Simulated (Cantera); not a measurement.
Silicon epitaxy and polysilicon growth: SiH4 + HCl + H2

Input: 1 mol SiH4, 4.2 mol HCl, a varied amount of H2, at 1.00 bar.

Method: chemical equilibrium by Gibbs-energy minimisation in Cantera with the NASA 1993 tables (ideal gas, pure condensed phases). Candidate condensed phases: Si; 19 gas species. The tables' values for SiCl3 are old estimates. Equilibrium is a limit: real reactors are often held back by kinetics, nucleation or transport.

Task: Map the stable condensed phases over T = 775, 825, 875, 925, 975, 1025, 1075, 1125, 1175, 1225, 1275, 1325, 1375, 1425 °C and n(H2) in mol = 5, 9.1, 13, 17, 21, 25, 29, 33, 37, 41, 46, 50.

Result: 
```
T in °C \ n(H2) in mol
           5 9.1  13  17  21  25  29  33  37  41  46  50
   1425    A   A   A   B   B   B   B   B   B   B   B   B
   1375    A   A   A   B   B   B   B   B   B   B   B   B
   1325    A   A   A   B   B   B   B   B   B   B   B   B
   1275    A   A   A   B   B   B   B   B   B   B   B   B
   1225    A   A   B   B   B   B   B   B   B   B   B   B
   1175    A   A   B   B   B   B   B   B   B   B   B   B
   1125    A   A   B   B   B   B   B   B   B   B   B   B
   1075    A   A   B   B   B   B   B   B   B   B   B   B
   1025    A   A   B   B   B   B   B   B   B   B   B   B
    975    A   A   A   B   B   B   B   B   B   B   B   B
    925    A   A   A   A   A   B   B   B   B   B   B   B
    875    A   A   A   A   A   A   A   A   A   B   B   B
    825    A   A   A   A   A   A   A   A   A   A   A   A
    775    A   A   A   A   A   A   A   A   A   A   A   A
```
A: gas only; B: Si.
